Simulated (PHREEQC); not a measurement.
A solution holds 0.0025 mol Na2SeO4 per kg of water, at 25 °C. Closed to the air; pH follows from the charge balance.

Computed with PHREEQC (ion-association model, wateq4f.dat).

| quantity | before | after |
|---|---|---|
| pH | 7.01 | 9.20 |
| ionic strength (mol/kgw) | 0.00750 | 0.00500 |

### Question
Which change was made?
A) Na2SeO4 replaced by H2SeO4 at the same molality
B) Na2SeO4 replaced by Na2B4O7 at the same molality
C) temperature from 25 to 5 °C
D) diluted 2-fold with water
E) 0.00016 mol/kgw KHSO4 added

### Answer
B, Na2SeO4 replaced by Na2B4O7 at the same molality

This is a speciation only: nothing precipitates in the calculation.
